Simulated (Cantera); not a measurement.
# Equilibrium for silicon oxide and oxynitride deposition: TEOS + N2O + H2

A closed system holds: 1 mol TEOS, 6 mol N2O, 11 mol H2, at 1000 K and 1.00 bar.

Equilibrium computed with Cantera from the NASA thermochemical tables; the gas is ideal and each condensed phase is pure. Candidate condensed phases: C, C6H6, C7H8, C8H18, H2O, Si, SiC, SiO2, Si2N2O, Si3N4; 151 gas species. The feed counts by its element totals alone. Equilibrium is a limit: real reactors are often held back by kinetics, nucleation or transport.

```json
{
 "x(H2)": "0.554",
 "x(N2)": "0.186",
 "x(CO)": "0.175",
 "x(H2O)": "0.0383",
 "x(CH4)": "0.0293",
 "x(CO2)": "0.0174",
 "x(NH3)": "0.000104",
 "x(HCN)": "1.67e-6",
 "n(C(graphite))": "0.851 mol",
 "n(SiO2(β-quartz))": "1.00 mol",
 "gas_amount": "32.26 mol",
 "log10 activity of Si(s) (absent)": "-15.70"
}
```
